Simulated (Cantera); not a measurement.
Charge: 1 mol CH₃OH, 0.11 mol H₂O, 0.26 mol N₂, equilibrated at 1275 K and 10.0 mbar.

Equilibrium computed with Cantera from the NASA thermochemical tables; the gas is ideal and each condensed phase is pure. The numbers say what is thermodynamically allowed, not how fast it happens.

```tsv
species	before	after
H₂	0.601	0.606
CO	0.289	0.284
N₂	0.0772	0.0772
CO₂	0.00733	0.0124
H₂O	0.0253	0.0203
```
Gas species are given as mole fractions.

Task: Which change was made?
A) temperature from 1275 K to 3000 K
B) CH₃OH replaced by C₆H₆
C) temperature from 1275 K to 1025 K
D) temperature from 1275 K to 1775 K

Result: C, temperature from 1275 K to 1025 K
